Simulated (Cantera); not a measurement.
What does this Cantera script print?

```python
import numpy as np
import cantera as ct

gas_names = """
    AL ALH ALN ALO ALOH ALO2 ALO2H AL2 AL2O AL2O2 H HALO HNO HNO2 HNO3 HO2 H2 H2O H2O2 N NH NH2 NH3
    NH2OH NO NO2 NO3 N2 N2H2 N2H4 N2O O OH O2 O3
""".split()
cond_names = """
    AL(cr) AL(L) ALN(s) AL2O3(a) AL2O3(L) H2O(s) H2O(L)
""".split()


# ... load() reads the species with a 1 bar reference pressure and builds the phases ...
atoms = {
    'AlN': {'AL': 1, 'N': 1},
    'H2O': {'H': 2, 'O': 1},
}
top_T = {'ALN(s)': 2750}  # K; cautious upper limits of use, not melting points


# ... equilibrate(T, P, feed) seeds the gas with the atoms and calls Mixture.equilibrate('TP', solver="vcs", rtol=1e-11, max_steps=5000) ...
results = []
T = 2050  # K
P = 10000  # Pa
for m in [1.3, 1.8, 2.5, 3.5, 4.8, 6.5, 9, 12]:
    feed = {'AlN': 1, 'H2O': m}  # mol
    mix = equilibrate(T, P, feed)
    results.append((T, P, feed, dict(zip(mix.species_names, mix.species_moles))))

top = {s: max(r[3][s] / sum(r[3][g] for g in gas_names) for r in results) for s in gas_names}
cols = sorted((s for s in top if top[s] > 0.0001), key=lambda s: -top[s])[:6]
seen = [c for c in cond_names if any(r[3].get(c, 0) > 1e-12 for r in results)]
print("log10 of partial pressures in bar; condensed amounts in mol")
print(f"{'n(H2O)':>10s}" + "".join(f"{s[:9]:>10s}" for s in cols + seen))
for T, P, feed, n in results:
    ng = sum(n[g] for g in gas_names)
    print(f"{feed['H2O']:10.4g}" + "".join(f"{np.log10(max(n[s] / ng * P / 1e5, 1e-99)):10.3f}" for s in cols)
          + "".join(f"{n.get(c, 0):10.4g}" for c in seen))
```

Result:

```
log10 of partial pressures in bar; condensed amounts in mol
    n(H2O)       H2O        H2        N2         H        AL      AL2O    ALN(s)  AL2O3(a)
       1.3    -5.421    -1.133    -1.601    -3.211    -3.486    -3.532    0.1203    0.4316
       1.8    -1.886    -1.189    -1.664    -3.239    -8.872   -10.714         0       0.5
       2.5    -1.479    -1.304    -1.779    -3.296    -9.657   -11.760         0       0.5
       3.5    -1.303    -1.429    -1.904    -3.359   -10.108   -12.362         0       0.5
       4.8    -1.207    -1.551    -2.026    -3.420   -10.434   -12.797         0       0.5
       6.5    -1.148    -1.672    -2.147    -3.480   -10.704   -13.157         0       0.5
         9    -1.105    -1.804    -2.280    -3.546   -10.968   -13.508         0       0.5
        12    -1.078    -1.922    -2.399    -3.605   -11.185   -13.797         0       0.5
```

Cantera equilibrium calculation (NASA polynomials, part measured and part estimated; ideal gas, pure solids and liquids). Mutual solubility and eutectic melting of coexisting phases are not modelled. The tables' values for AlOH are old estimates; treat these amounts as uncertain. Condensed phases not in the tables: aluminium oxynitride. Gases not in the tables: Al(OH)3.
